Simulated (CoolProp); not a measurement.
Properties of R1234ze(Z) at several states (Tc = 423.3 K, pc = 3.531 MPa, ω = 0.327).

The numbers come from the reference Helmholtz-energy equation of state, Akasaka 2019 in CoolProp.

```
T (K)  p (MPa)   phase  cv (kJ/(kg K))  Joule-Thomson coefficient (K/MPa)  isothermal compressibility (1/MPa)  expansivity (1/kK)
-----  -------  ------  --------------  ---------------------------------  ----------------------------------  ------------------
417       1.74     gas           1.027                              14.52                              0.7756               5.640
391.7     11.5  liquid           1.025                             0.1203                            0.007781               3.013
319.9     2.69  liquid          0.9153                            -0.1498                            0.003795               2.396
393      0.147     gas          0.9279                              14.66                               6.949               2.742
365       2.05  liquid          0.9961                             0.2589                            0.009992               3.846
345.9     4.08  liquid          0.9587                           -0.01840                            0.005554               2.809
```
